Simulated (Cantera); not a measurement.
Input: 1 mol PbO, 3.6 mol N₂, equilibrated at 1200 Torr.

Equilibrium computed with Cantera from the NASA thermochemical tables; the gas is ideal and each condensed phase is pure. Candidate condensed phases: Pb, PbO, PbO₂, Pb₃O₄; 12 gas species. Gases not in the tables: (PbO)n polymers. Rates play no part.

x: gas mole fraction; n: condensed amount in mol.

```csv
T (K),x N₂,x PbO,x Pb,x O₂,x NO,n PbO(red),n PbO(yellow),n PbO(l)
698,1.00,<1e-12,<1e-12,<1e-12,<1e-12,1.00,0,0
773,1.00,1.00e-11,___,<1e-12,2.43e-12,0,1.00,0
848,1.00,4.74e-10,___,3.49e-11,6.33e-11,0,1.00,0
923,1.00,1.18e-8,___,9.13e-10,9.28e-10,0,1.00,0
998,1.00,1.78e-7,___,1.39e-8,8.86e-9,0,1.000,0
1073,1.000,1.82e-6,___,1.40e-7,6.07e-8,0,1.000,0
1148,1.000,1.35e-5,___,1.02e-6,3.20e-7,0,1.000,0
1223,1.000,6.78e-5,___,5.21e-6,1.30e-6,0,0,1.000
1298,1.000,0.000272,___,2.15e-5,4.45e-6,0,0,0.999
1373,0.999,0.000931,___,7.54e-5,1.32e-5,0,0,0.996
1448,0.996,0.00277,___,0.000231,3.50e-5,0,0,0.988
```

Q: Fill in the missing entries.

A: 
- 773, x Pb: 3.71e-12
- 848, x Pb: 1.33e-10
- 923, x Pb: 2.75e-9
- 998, x Pb: 3.66e-8
- 1073, x Pb: 3.40e-7
- 1148, x Pb: 2.36e-6
- 1223, x Pb: 1.17e-5
- 1298, x Pb: 4.75e-5
- 1373, x Pb: 0.000164
- 1448, x Pb: 0.000496
